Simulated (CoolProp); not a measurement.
Vapour-liquid equilibrium of nitrogen (1) + oxygen (2) at 226 kPa; x and y are mole fractions of (1).

Values from CoolProp's multi-fluid Helmholtz-energy mixture model, Span 2000 and Schmidt 1985; pair parameters Gernert 2013.

```
x      bubble temperature (°C)  y at the bubble point  dew temperature at overall composition x (°C)  liquid density (mol/L)
-----  -----------------------  ---------------------  ---------------------------------------------  ----------------------
0.05                    -175.9                  0.152                                         -175.0                   34.04
0.125                   -177.7                  0.327                                         -175.7                   33.58
0.2                     -179.2                  0.458                                         -176.4                   33.10
0.275                   -180.5                  0.560                                         -177.1                   32.59
0.35                    -181.6                  0.642                                         -178.0                   32.07
0.425                   -182.6                  0.710                                         -178.8                   31.54
0.5                     -183.6                  0.766                                         -179.7                   31.01
0.575                   -184.4                  0.815                                         -180.7                   30.48
0.65                    -185.2                  0.857                                         -181.7                   29.95
0.725                   -185.9                  0.895                                         -182.9                   29.42
0.8                     -186.6                  0.928                                         -184.1                   28.90
0.875                   -187.3                  0.957                                         -185.5                   28.38
0.95                    -187.9                  0.984                                         -187.1                   27.86
```

No azeotrope shows between x = 0.05 and 0.95.

The pair parameters rest on a limited set of measurements; away from them the model extrapolates.
